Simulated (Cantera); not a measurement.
Predominance diagram of Ca at 775 K against the partial pressures of O₂ and Br₂ (log10, bar). Standard-state values (1 bar) from the NASA 1993 polynomials, evaluated with Cantera. Candidates: Ca(s), CaBr₂(s), CaO(s). Only these pure phases compete in this equilibrium. Not in the tables: oxide halides.

```
log p(Br₂) \ log p(O₂)
        columns: -26, -24.9, -23.7, -22.6, -21.5, -20.3, -19.2, -18.1, -17, -15.8, -14.7, -13.6, -12.4, -11.3, -10.2, -9, -7.9, -6.8, -5.7, -4.5, -3.4, -2.3, -1.1, 0
      1  A A A A A A A A A A A A A A A A A A A A A A A A
     -2  A A A A A A A A A A A A A A A A A A A A A A A A
     -5  A A A A A A A A A A A A A A A A A A A A B B B B
     -8  A A A A A A A A A A A A A A B B B B B B B B B B
    -11  A A A A A A A A A B B B B B B B B B B B B B B B
    -14  A A A A B B B B B B B B B B B B B B B B B B B B
    -17  B B B B B B B B B B B B B B B B B B B B B B B B
    -20  B B B B B B B B B B B B B B B B B B B B B B B B
    -23  B B B B B B B B B B B B B B B B B B B B B B B B
```

A: CaBr₂(s); B: CaO(s).
